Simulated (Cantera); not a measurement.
A closed system holds: 1 mol Si2Cl6, 12 mol NH3, held at 0.975 Torr.

Method: chemical equilibrium by Gibbs-energy minimisation in Cantera with the NASA 1993 tables (ideal gas, pure condensed phases). Candidate condensed phases: NH4Cl, Si, Si3N4; 28 gas species. The feed counts by its element totals alone. The tables' values for SiCl, SiCl3, SiN are old estimates; treat these amounts as uncertain. Gases not in the tables: Si2H6 and higher silanes. Rates play no part.

log p: log10 of the partial pressure in bar; n: condensed amount in mol.

```json
[
 {"T (K)": "1400", "log p H2": "-3.11", "log p N2": "-3.61", "log p HCl": "-3.59", "log p SiCl2": "-4.69", "log p H": "-6.87", "log p Si": "-10.18", "n Si3N4(s)": "0.524", "n Si(s)": "0", "n Si(l)": "0"},
 {"T (K)": "1475", "log p H2": "-3.10", "log p N2": "-3.59", "log p HCl": "…", "log p SiCl2": "…", "log p H": "…", "log p Si": "…", "n Si3N4(s)": "…", "n Si(s)": "0", "n Si(l)": "0"},
 {"T (K)": "1550", "log p H2": "-3.10", "log p N2": "-3.57", "log p HCl": "-3.79", "log p SiCl2": "-4.19", "log p H": "-6.05", "log p Si": "-7.71", "n Si3N4(s)": "0.222", "n Si(s)": "0", "n Si(l)": "0"},
 {"T (K)": "1625", "log p H2": "-3.10", "log p N2": "-3.54", "log p HCl": "-3.88", "log p SiCl2": "-4.11", "log p H": "-5.70", "log p Si": "-6.79", "n Si3N4(s)": "0", "n Si(s)": "0.380", "n Si(l)": "0"},
 {"T (K)": "1700", "log p H2": "-3.10", "log p N2": "-3.54", "log p HCl": "-3.88", "log p SiCl2": "-4.11", "log p H": "-5.38", "log p Si": "-6.17", "n Si3N4(s)": "0", "n Si(s)": "0", "n Si(l)": "0.354"},
 {"T (K)": "1775", "log p H2": "-3.10", "log p N2": "-3.54", "log p HCl": "-3.87", "log p SiCl2": "-4.13", "log p H": "-5.09", "log p Si": "-5.66", "n Si3N4(s)": "0", "n Si(s)": "0", "n Si(l)": "0.367"},
 {"T (K)": "1850", "log p H2": "-3.11", "log p N2": "-3.54", "log p HCl": "-3.86", "log p SiCl2": "-4.15", "log p H": "-4.82", "log p Si": "-5.19", "n Si3N4(s)": "0", "n Si(s)": "0", "n Si(l)": "0.311"},
 {"T (K)": "1925", "log p H2": "-3.12", "log p N2": "-3.55", "log p HCl": "-3.86", "log p SiCl2": "-4.17", "log p H": "-4.58", "log p Si": "-4.76", "n Si3N4(s)": "0", "n Si(s)": "0", "n Si(l)": "0.0900"},
 {"T (K)": "2000", "log p H2": "-3.14", "log p N2": "-3.56", "log p HCl": "-3.81", "log p SiCl2": "…", "log p H": "…", "log p Si": "…", "n Si3N4(s)": "0", "n Si(s)": "0", "n Si(l)": "0"},
 {"T (K)": "2075", "log p H2": "-3.16", "log p N2": "-3.57", "log p HCl": "-3.77", "log p SiCl2": "-4.40", "log p H": "-4.16", "log p Si": "-4.37", "n Si3N4(s)": "0", "n Si(s)": "0", "n Si(l)": "0"}
]
```

Complete the blanks.


- 2000, log p SiCl2: -4.26
- 2000, log p H: -4.36
- 2000, log p Si: -4.52
- 1475, log p HCl: -3.67
- 1475, log p SiCl2: -4.38
- 1475, log p H: -6.44
- 1475, log p Si: -8.88
- 1475, n Si3N4(s): 0.382
